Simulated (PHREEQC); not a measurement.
Make-up at 20 °C: 1.4 mmol/kgw Ni(NO3)2, 21 mmol/kgw NaCl and 160 mmol/kgw NiCl2. Closed to the air; pH follows from the charge balance.

Equilibrium calculation in PHREEQC: ion-association model, wateq4f.dat.

The ionic strength comes out as 0.423 mol/kgw. What activity coefficients do Cl-, Ni+2, H+, Na+, NiCl+ get?

Cl- 0.66, Ni+2 0.29, H+ 0.77, Na+ 0.71, NiCl+ 0.73.

This is a speciation only: nothing precipitates in the calculation. Species that the database lacks are ignored.
